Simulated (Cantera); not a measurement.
Mixture: CH₄ : O₂ : N₂ = 1 : 1.54 : 5.78 (molar parts), at 1.40 bar, adiabatic and at constant volume. Ignition delay is the time to a rise of 400 K.

Computed with Cantera and GRI-Mech 3.0 (53 species, 325 reactions).

Q: What does this change do: 0.74 parts CO2 added?

A: 
| quantity | before | after |
|---|---|---|
| delay at 1275 K | 13.4 ms | 15.6 ms |
| delay at 1425 K | 2.14 ms | 2.49 ms |
| delay at 1575 K | 0.455 ms | 0.519 ms |
| delay at 1725 K | 0.132 ms | 0.147 ms |
| delay at 1875 K | 49.8 µs | 54.8 µs |
| apparent activation energy between 1725 and 1875 K | 170 kJ/mol | 180 kJ/mol |

Q: What does this change do: CH4 1 to 0.47 parts?

A: 
```json
[
 {"quantity": "delay at 1275 K", "before": "13.4 ms", "after": "9.21 ms"},
 {"quantity": "delay at 1425 K", "before": "2.14 ms", "after": "1.55 ms"},
 {"quantity": "delay at 1575 K", "before": "0.455 ms", "after": "0.371 ms"},
 {"quantity": "delay at 1725 K", "before": "0.132 ms", "after": "0.122 ms"},
 {"quantity": "delay at 1875 K", "before": "49.8 µs", "after": "49.7 µs"},
 {"quantity": "apparent activation energy between 1725 and 1875 K", "before": "170 kJ/mol", "after": "160 kJ/mol"}
]
```
